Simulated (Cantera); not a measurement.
A freely propagating, adiabatic, planar premixed flame of 10.1 % CH4, 0.597 % C2H6, 17.2 % O2, 72.1 % N2, unburnt at 648 K and 1.01 bar; multicomponent transport, grid criteria slope 0.08 and curve 0.16, no radiation.

Computed with Cantera and GRI-Mech 3.0 (53 species, 325 reactions). Burning velocities carry a grid error of a few per cent, more on coarse grids.

x: mole fraction of selected species; z is measured from the peak of heat release.

| z (mm) | T (K) | u (m/s) | x CH4 | x C2H6 | x O2 | x NO | x O | x H2O2 |
|---|---|---|---|---|---|---|---|---|
| -1.20 | 648 | 1.01 | 0.101 | 0.00595 | 0.171 | <1e-8 | <1e-8 | (withheld) |
| -0.801 | 652 | 1.02 | 0.100 | 0.00593 | 0.170 | 1.90e-8 | <1e-8 | (withheld) |
| -0.601 | 667 | 1.05 | 0.0988 | 0.00589 | 0.169 | 9.11e-8 | <1e-8 | (withheld) |
| -0.401 | 756 | 1.21 | 0.0925 | 0.00573 | 0.161 | 7.60e-7 | 1.15e-7 | (withheld) |
| -0.200 | 1166 | 1.90 | 0.0637 | 0.00456 | 0.123 | 6.06e-6 | 1.02e-5 | (withheld) |
| -0.100 | 1539 | 2.54 | 0.0348 | 0.00217 | 0.0827 | 1.33e-5 | 8.64e-5 | (withheld) |
| 0 | 1873 | 3.13 | 0.00937 | 0.000176 | 0.0390 | 2.60e-5 | 0.000370 | (withheld) |
| 0.100 | 2030 | 3.39 | 0.00112 | 2.21e-6 | 0.0140 | 4.53e-5 | 0.000719 | (withheld) |
| 0.200 | 2074 | 3.46 | 8.85e-5 | 1.65e-8 | 0.00521 | 6.33e-5 | 0.000858 | (withheld) |
| 0.401 | 2097 | 3.49 | 6.87e-7 | <1e-8 | 0.00174 | 8.11e-5 | 0.000788 | (withheld) |
| 0.801 | 2119 | 3.51 | <1e-8 | <1e-8 | 0.00109 | 9.04e-5 | 0.000602 | (withheld) |
| 1.60 | 2145 | 3.55 | <1e-8 | <1e-8 | 0.000705 | 9.48e-5 | 0.000390 | (withheld) |
| 3.21 | 2172 | 3.59 | <1e-8 | <1e-8 | 0.000373 | 9.83e-5 | 0.000203 | (withheld) |

Problem. Some entries are withheld; supply them.

Solution. 
- -1.20, x H2O2: 2.14e-8
- -0.801, x H2O2: 2.37e-7
- -0.601, x H2O2: 1.03e-6
- -0.401, x H2O2: 5.52e-6
- -0.200, x H2O2: 1.31e-5
- -0.100, x H2O2: 5.23e-6
- 0, x H2O2: 1.28e-6
- 0.100, x H2O2: 2.55e-7
- 0.200, x H2O2: 1.02e-7
- 0.401, x H2O2: 7.38e-8
- 0.801, x H2O2: 5.85e-8
- 1.60, x H2O2: 4.26e-8
- 3.21, x H2O2: 2.67e-8
